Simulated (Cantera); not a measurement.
Input: 1 mol PbO, 2.9 mol H2, 0.6 mol N2, held at 7.50 Torr.

Cantera equilibrium calculation (NASA polynomials, part measured and part estimated; ideal gas, pure solids and liquids). Candidate condensed phases: H2O, Pb, PbO, PbO2, Pb3O4; 27 gas species. The numbers say what is thermodynamically allowed, not how fast it happens. All values below are at 1398 K.

Base state: H2 0.422, H2O 0.222, Pb 0.222, N2 0.133, H 3.07e-5, PbO 2.17e-5, Pb2 1.21e-5 (mole fractions); condensed: gas only.

### Question
What changes in the equilibrium state with this change: PbO replaced by Hg?

### Answer
```
species   before  after
-------  -------  -----
H2         0.422  0.644
Hg             0  0.222
N2         0.133  0.133
H2O        0.222      0
Pb         0.222      0
PbO      2.17e-5      0
Pb2      1.21e-5      0
```
Further candidate phases: Hg.
